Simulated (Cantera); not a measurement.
Input: 1 mol Si2Cl6, 14 mol NH3, 5.2 mol N2, at 1.00 bar.

Cantera equilibrium calculation (NASA polynomials, part measured and part estimated; ideal gas, pure solids and liquids). Candidate condensed phases: NH4Cl, Si, Si3N4; 28 gas species. The feed counts by its element totals alone. The tables' values for SiCl3, SiCl, SiN are old estimates; treat these amounts as uncertain. Gases not in the tables: Si2H6 and higher silanes. Kinetics and transport are ignored.

log p: log10 of the partial pressure in bar; n: condensed amount in mol.

```json
[
 {"T (K)": "1798", "log p H2": "-0.28", "log p N2": "-0.50", "log p HCl": "-0.84", "log p SiCl2": "-1.96", "log p H": "-3.59", "log p SiCl3": "-2.95", "log p SiCl": "-5.32", "n Si3N4(s)": "0.520", "n Si(l)": "0"},
 {"T (K)": "1848", "log p H2": "-0.28", "log p N2": "-0.50", "log p HCl": "-0.87", "log p SiCl2": "-1.82", "log p H": "-3.41", "log p SiCl3": "-2.93", "log p SiCl": "-4.93", "n Si3N4(s)": "0.470", "n Si(l)": "0"},
 {"T (K)": "1898", "log p H2": "-0.27", "log p N2": "-0.49", "log p HCl": "-0.90", "log p SiCl2": "-1.70", "log p H": "-3.24", "log p SiCl3": "-2.94", "log p SiCl": "-4.58", "n Si3N4(s)": "0.414", "n Si(l)": "0"},
 {"T (K)": "1948", "log p H2": "-0.27", "log p N2": "-0.49", "log p HCl": "-0.94", "log p SiCl2": "[?]", "log p H": "[?]", "log p SiCl3": "-2.96", "log p SiCl": "-4.25", "n Si3N4(s)": "[?]", "n Si(l)": "0"},
 {"T (K)": "1998", "log p H2": "-0.27", "log p N2": "-0.49", "log p HCl": "-0.98", "log p SiCl2": "-1.52", "log p H": "-2.93", "log p SiCl3": "-3.00", "log p SiCl": "-3.95", "n Si3N4(s)": "0.292", "n Si(l)": "0"},
 {"T (K)": "2048", "log p H2": "-0.27", "log p N2": "-0.48", "log p HCl": "-1.03", "log p SiCl2": "-1.45", "log p H": "-2.78", "log p SiCl3": "-3.06", "log p SiCl": "-3.66", "n Si3N4(s)": "0.230", "n Si(l)": "0"},
 {"T (K)": "2098", "log p H2": "-0.27", "log p N2": "-0.47", "log p HCl": "-1.03", "log p SiCl2": "-1.46", "log p H": "[?]", "log p SiCl3": "-3.13", "log p SiCl": "-3.50", "n Si3N4(s)": "0", "n Si(l)": "0.685"},
 {"T (K)": "2148", "log p H2": "-0.28", "log p N2": "-0.47", "log p HCl": "-1.03", "log p SiCl2": "-1.47", "log p H": "-2.52", "log p SiCl3": "-3.20", "log p SiCl": "-3.36", "n Si3N4(s)": "0", "n Si(l)": "0.703"}
]
```

**Question.** Some entries are withheld; supply them.

**Answer.** 
- 2098, log p H: -2.65
- 1948, log p SiCl2: -1.60
- 1948, log p H: -3.08
- 1948, n Si3N4(s): 0.354
